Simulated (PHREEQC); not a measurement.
## Spent oxide etchant: an equilibrium model

Dissolve 0.0043 mol NH4HF2, 7.4e-05 mol (NH4)2SiF6 and 0.00012 mol HCl per kg of water at 25 °C. Closed to the air; pH follows from the charge balance.

All values are PHREEQC results (ion-association model, phreeqc.dat), not measurements.

This is a speciation only: nothing precipitates in the calculation.

Question: Predict the pH, ionic strength.

Answer: pH 3.24; ionic strength 0.00513 mol/kgw.

Question: In which forms is F present?

Answer: F- 52 %, HF 41 %, SiF6-2 4.9 %, HF2- 1.5 % of the F.

Species that the database lacks are ignored. SiF6-2 is the database's only silicon fluoride.
